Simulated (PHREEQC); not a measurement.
A made-up water analysis in mg/kgw, 25 °C, pH 6.62:

```tsv
constituent	mg/kgw
Na	2590
K	5.97
Ca	20.9
Mg	341
Cl	3980
S(6) as SO4	1650
Alkalinity as HCO3	1.46
```

Cl is adjusted to close the charge balance.
Valence states are taken as typed.

All values are PHREEQC results (Pitzer model, pitzer.dat), not measurements.

This is a speciation only: nothing precipitates in the calculation.

Question: What specific conductance, density does the model give?

Answer: specific conductance 13800 µS/cm; density 1.004 g/cm³.

Question: In which forms is C present?

Answer: HCO3- 71 %, CO2 29 % of the C.
